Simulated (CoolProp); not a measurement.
Vapour pressure (MPa) of n-perfluoropentane: the reference equation beside estimates from Tc = 147.9 °C, pc = 2.063 MPa, ω = 0.436.

Values from CoolProp's reference Helmholtz-energy equation of state, Gao 2022.

| T (°C) | reference | Lee-Kesler | van der Waals |
|---|---|---|---|
| -23.05 | 0.008953 | 0.008835 | 0.1692 |
| -10.45 | 0.01791 | 0.01775 | 0.2239 |
| 2.15 | 0.03317 | 0.03301 | 0.2895 |
| 14.75 | 0.05751 | 0.05743 | 0.3667 |
| 27.35 | 0.09427 | 0.09442 | 0.4564 |
| 39.95 | 0.1473 | 0.1478 | 0.5593 |
| 52.55 | 0.2210 | 0.2220 | 0.6760 |
| 65.15 | 0.3200 | 0.3216 | 0.8072 |
| 77.75 | 0.4495 | 0.4518 | 0.9535 |

Absolute difference from the reference over all 9 rows, mean and median: Lee-Kesler 0.5 and 0.5 %, van der Waals 598.3 and 384.1 %.
